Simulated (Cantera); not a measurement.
A Cantera script and its output.

```python
import numpy as np
import cantera as ct

gas = ct.Solution("gri30.yaml")
gas.TPX = 1425, 19000, {'CH4': 1, 'H2O': 0.36, 'H2': 0.15}
reactor = ct.IdealGasConstPressureReactor(gas, energy="off", clone=False)
net = ct.ReactorNet([reactor])
net.rtol, net.atol = 1e-08, 1e-18
show = ['CH4', 'H2O', 'H2', 'C2H4', 'CH2', 'C2H']
times = np.geomspace(0.001, 100, 9)

steps = ct.SolutionArray(gas, extra=["t"])
rows = []
print(f"{'t/s':>10s}{'T/K':>9s}{'P/Pa':>11s}" + "".join(f"{s:>11s}" for s in show))
for t in times:
    while net.time < t:
        t_next = net.step()
        steps.append(gas.state, t=t_next)
    rows.append([np.interp(t, steps.t, y) for y in (steps.T, steps.P, *steps(*show).X.T)])
    print(f"{t:10.3e}{rows[-1][0]:9.1f}{rows[-1][1]:11.4g}" + "".join(f"{x:11.3e}" for x in rows[-1][2:]))
rate = np.gradient(steps.T, steps.t)
print("integrator steps:", len(steps.t))
if steps.T.max() > steps.T[0] + 200:
    print(f"time of steepest temperature rise: {steps.t[rate.argmax()]:.4e} s")
gas.TPX = 1425, 19000, {'CH4': 1, 'H2O': 0.36, 'H2': 0.15}
gas.equilibrate("TP")
print(f"equilibrium (TP): T = {gas.T:.1f} K  " + "  ".join(f"{s} {gas[s].X[0]:.3e}" for s in show))
```

Output:

```
       t/s      T/K       P/Pa        CH4        H2O         H2       C2H4        CH2        C2H
 1.000e-03   1425.0    1.9e+04  6.622e-01  2.384e-01  9.936e-02  3.620e-07  1.090e-10  1.121e-18
 4.217e-03   1425.0    1.9e+04  6.620e-01  2.384e-01  9.946e-02  1.160e-05  4.876e-10  5.877e-16
 1.778e-02   1425.0    1.9e+04  6.610e-01  2.384e-01  1.000e-01  1.606e-04  1.056e-09  7.180e-14
 7.499e-02   1425.0    1.9e+04  6.552e-01  2.378e-01  1.042e-01  1.610e-03  1.849e-09  5.867e-12
 3.162e-01   1425.0    1.9e+04  6.262e-01  2.340e-01  1.277e-01  4.447e-03  1.835e-09  1.108e-10
 1.334e+00   1425.0    1.9e+04  5.269e-01  2.194e-01  2.119e-01  4.156e-03  1.693e-09  5.699e-10
 5.623e+00   1425.0    1.9e+04  3.215e-01  1.876e-01  3.865e-01  5.612e-03  1.527e-09  1.495e-09
 2.371e+01   1425.0    1.9e+04  1.193e-01  1.420e-01  5.685e-01  9.839e-03  1.358e-09  2.857e-09
 1.000e+02   1425.0    1.9e+04  7.586e-02  7.685e-02  6.491e-01  9.412e-03  8.288e-10  2.712e-09
integrator steps: 1172
equilibrium (TP): T = 1425.0 K  CH4 6.449e-02  H2O 3.058e-07  H2 7.139e-01  C2H4 6.772e-03  CH2 3.369e-10  C2H 1.730e-09
```

Detailed kinetics in Cantera: GRI-Mech 3.0 (53 species, 325 reactions). GRI-Mech 3.0 stops at C3 and has no aromatics, soot or wall deposition, so with more carbon than oxygen in the feed, carbon stays in small species such as C2H2 where larger ones or solid carbon would form.
